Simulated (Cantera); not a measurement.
## Transport properties of process gases

Gas mixture: N₂O = 0.39 (molar parts), at 1.30 bar, frozen composition.

Cantera's kinetic-theory transport with the Lennard-Jones parameters of GRI-Mech 3.0, ideal gas; thermal conductivity in the mixture-averaged form. The composition is frozen, though it would react at the higher temperatures.

```json
[
 {"T (K)": "400", "ρ (kg/m³)": "1.72", "cp (J/kg/K)": "970.3", "μ (µPa s)": "19.5", "λ (mW/m/K)": "25.5", "Pr": "0.741", "D (cm²/s) C₂H₂": "0.164", "D (cm²/s) CH₃": "0.228", "D (cm²/s) NO": "0.201"},
 {"T (K)": "550", "ρ (kg/m³)": "1.25", "cp (J/kg/K)": "1073", "μ (µPa s)": "25.5", "λ (mW/m/K)": "37.0", "Pr": "0.739", "D (cm²/s) C₂H₂": "0.294", "D (cm²/s) CH₃": "0.404", "D (cm²/s) NO": "0.353"},
 {"T (K)": "700", "ρ (kg/m³)": "0.983", "cp (J/kg/K)": "1150", "μ (µPa s)": "30.8", "λ (mW/m/K)": "47.9", "Pr": "0.739", "D (cm²/s) C₂H₂": "0.451", "D (cm²/s) CH₃": "0.616", "D (cm²/s) NO": "0.535"},
 {"T (K)": "850", "ρ (kg/m³)": "0.810", "cp (J/kg/K)": "1210", "μ (µPa s)": "35.6", "λ (mW/m/K)": "58.2", "Pr": "0.739", "D (cm²/s) C₂H₂": "0.633", "D (cm²/s) CH₃": "0.861", "D (cm²/s) NO": "0.745"},
 {"T (K)": "1000", "ρ (kg/m³)": "0.688", "cp (J/kg/K)": "1255", "μ (µPa s)": "40.0", "λ (mW/m/K)": "68.0", "Pr": "0.739", "D (cm²/s) C₂H₂": "0.838", "D (cm²/s) CH₃": "1.14", "D (cm²/s) NO": "0.981"},
 {"T (K)": "1150", "ρ (kg/m³)": "0.598", "cp (J/kg/K)": "1285", "μ (µPa s)": "44.1", "λ (mW/m/K)": "77.1", "Pr": "0.736", "D (cm²/s) C₂H₂": "1.06", "D (cm²/s) CH₃": "1.44", "D (cm²/s) NO": "1.24"},
 {"T (K)": "1300", "ρ (kg/m³)": "0.529", "cp (J/kg/K)": "1311", "μ (µPa s)": "48.0", "λ (mW/m/K)": "85.8", "Pr": "0.734", "D (cm²/s) C₂H₂": "1.31", "D (cm²/s) CH₃": "1.77", "D (cm²/s) NO": "1.52"},
 {"T (K)": "1450", "ρ (kg/m³)": "0.475", "cp (J/kg/K)": "1334", "μ (µPa s)": "51.7", "λ (mW/m/K)": "94.1", "Pr": "0.733", "D (cm²/s) C₂H₂": "1.58", "D (cm²/s) CH₃": "2.13", "D (cm²/s) NO": "1.83"}
]
```
D: mixture-averaged diffusion coefficient of that species in the mixture.
